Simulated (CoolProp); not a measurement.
200 sccm (0 °C, 1 atm) of nitrogen bubbles through liquid n-perfluoropentane at 276.4 K and leaves saturated at a total pressure of 0.15 MPa (ideal gas phase). Each further row changes one setting.

Computed with CoolProp (reference Helmholtz-energy equation of state, Gao 2022).

```
case                      vapour pressure (kPa)  mole fraction of vapour  delivery (mg/min)  delivery (sccm)  change of delivery for a bath 1 K warmer (%)
------------------------  ---------------------  -----------------------  -----------------  ---------------  --------------------------------------------
as stated                                  34.9                        …                  …                …                                             …
bath temperature 281.4 K                   43.6                    0.291                  …             82.0                                             …
total pressure 0.3 MPa                     34.9                    0.116                338             26.3                                             …
```

Question: Some entries are withheld; supply them.

Answer: 
- as stated, mole fraction of vapour: 0.233
- as stated, delivery (mg/min): 779
- as stated, delivery (sccm): 60.6
- as stated, change of delivery for a bath 1 K warmer (%): 6.2
- bath temperature 281.4 K, delivery (mg/min): 1050
- bath temperature 281.4 K, change of delivery for a bath 1 K warmer (%): 6.4
- total pressure 0.3 MPa, change of delivery for a bath 1 K warmer (%): 5.3
